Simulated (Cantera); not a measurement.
What does this Cantera script print?

```python
import numpy as np
import cantera as ct

gas = ct.Solution("gri30.yaml")
gas.TPX = 1798, 2000, {'CH4': 1, 'N2': 26}
reactor = ct.IdealGasConstPressureReactor(gas, energy="off", clone=False)
net = ct.ReactorNet([reactor])
net.rtol, net.atol = 1e-08, 1e-18
show = ['CH4', 'H', 'C2H2', 'H2', 'C2H']
times = np.geomspace(8e-06, 1, 15)

steps = ct.SolutionArray(gas, extra=["t"])
rows = []
print(f"{'t/s':>10s}{'T/K':>9s}{'P/Pa':>11s}" + "".join(f"{s:>11s}" for s in show))
for t in times:
    while net.time < t:
        t_next = net.step()
        steps.append(gas.state, t=t_next)
    rows.append([np.interp(t, steps.t, y) for y in (steps.T, steps.P, *steps(*show).X.T)])
    print(f"{t:10.3e}{rows[-1][0]:9.1f}{rows[-1][1]:11.4g}" + "".join(f"{x:11.3e}" for x in rows[-1][2:]))
rate = np.gradient(steps.T, steps.t)
print("integrator steps:", len(steps.t))
if steps.T.max() > steps.T[0] + 200:
    print(f"time of steepest temperature rise: {steps.t[rate.argmax()]:.4e} s")
gas.TPX = 1798, 2000, {'CH4': 1, 'N2': 26}
gas.equilibrate("TP")
print(f"equilibrium (TP): T = {gas.T:.1f} K  " + "  ".join(f"{s} {gas[s].X[0]:.3e}" for s in show))
```

It prints:

```
       t/s      T/K       P/Pa        CH4          H       C2H2         H2        C2H
 8.000e-06   1798.0       2000  3.704e-02  2.372e-07  9.017e-19  2.913e-08  1.006e-26
 1.850e-05   1798.0       2000  3.704e-02  4.746e-07  2.517e-17  1.414e-07  1.258e-24
 4.278e-05   1798.0       2000  3.703e-02  8.091e-07  9.591e-16  6.153e-07  1.788e-22
 9.892e-05   1798.0       2000  3.703e-02  1.068e-06  5.151e-14  2.226e-06  2.922e-20
 2.287e-04   1798.0       2000  3.702e-02  1.128e-06  2.708e-12  6.489e-06  3.979e-18
 5.290e-04   1798.0       2000  3.700e-02  1.136e-06  1.116e-10  1.651e-05  4.026e-16
 1.223e-03   1798.0       2000  3.695e-02  1.172e-06  3.787e-09  4.001e-05  3.286e-14
 2.828e-03   1798.0       2000  3.684e-02  1.378e-06  1.165e-07  9.910e-05  2.402e-12
 6.540e-03   1798.0       2000  3.652e-02  2.530e-06  3.422e-06  2.973e-04  1.534e-10
 1.512e-02   1798.0       2000  3.511e-02  9.239e-06  9.723e-05  1.512e-03  4.944e-09
 3.497e-02   1798.0       2000  2.771e-02  4.549e-05  2.079e-03  1.043e-02  7.852e-08
 8.087e-02   1798.0       2000  1.387e-02  1.184e-04  1.006e-02  3.193e-02  3.235e-07
 1.870e-01   1798.0       2000  5.143e-03  1.891e-04  1.507e-02  4.554e-02  5.428e-07
 4.324e-01   1798.0       2000  1.416e-03  2.803e-04  1.708e-02  5.121e-02  8.107e-07
 1.000e+00   1798.0       2000  3.175e-04  3.908e-04  1.766e-02  5.286e-02  1.132e-06
integrator steps: 1034
equilibrium (TP): T = 1798.0 K  CH4 7.440e-07  H 5.787e-04  C2H2 2.670e-03  H2 5.327e-02  C2H 2.516e-07
```

Detailed kinetics in Cantera: GRI-Mech 3.0 (53 species, 325 reactions). GRI-Mech 3.0 stops at C3 and has no aromatics, soot or wall deposition, so with more carbon than oxygen in the feed, carbon stays in small species such as C2H2 where larger ones or solid carbon would form. Radical loss at walls, strong at low pressure, is not modelled.
